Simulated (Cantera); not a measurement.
Feed: 1 mol SiCl4, 0.15 mol O2, 0.42 mol H2, equilibrated at 13.3 mbar.

Equilibrium computed with Cantera from the NASA thermochemical tables; the gas is ideal and each condensed phase is pure. Candidate condensed phases: H2O, Si, SiO2; 30 gas species. The tables' values for SiCl3 are old estimates; treat these amounts as uncertain. The numbers say what is thermodynamically allowed, not how fast it happens.

log p: log10 of the partial pressure in bar; n: condensed amount in mol.

```
T (K)  log p SiCl4  log p HCl  log p H2  log p SiHCl3  log p SiCl3  log p SiCl2  n SiO2(α-quartz)  n SiO2(β-quartz)
-----  -----------  ---------  --------  ------------  -----------  -----------  ----------------  ----------------
700          -2.14      -2.29     -2.99         -6.53        -9.20            …             0.150                 0
725          -2.14      -2.29     -2.99         -6.35        -8.74            …             0.150                 0
750          -2.14      -2.29     -2.99         -6.19        -8.32            …             0.150                 0
775          -2.14      -2.29     -2.99         -6.03        -7.92            …             0.150                 0
800          -2.14      -2.29     -2.99         -5.89        -7.55            …             0.150                 0
825          -2.14      -2.29     -2.99         -5.75        -7.20            …             0.150                 0
850          -2.14      -2.29     -2.99         -5.62        -6.87            …                 0             0.150
875          -2.14      -2.29     -2.99         -5.50        -6.56            …                 0             0.150
900          -2.14      -2.29     -2.99         -5.39        -6.27            …                 0             0.150
```

Task: Fill in the missing entries.

Result: 
- 700, log p SiCl2: -13.73
- 725, log p SiCl2: -12.95
- 750, log p SiCl2: -12.23
- 775, log p SiCl2: -11.55
- 800, log p SiCl2: -10.91
- 825, log p SiCl2: -10.31
- 850, log p SiCl2: -9.75
- 875, log p SiCl2: -9.23
- 900, log p SiCl2: -8.73
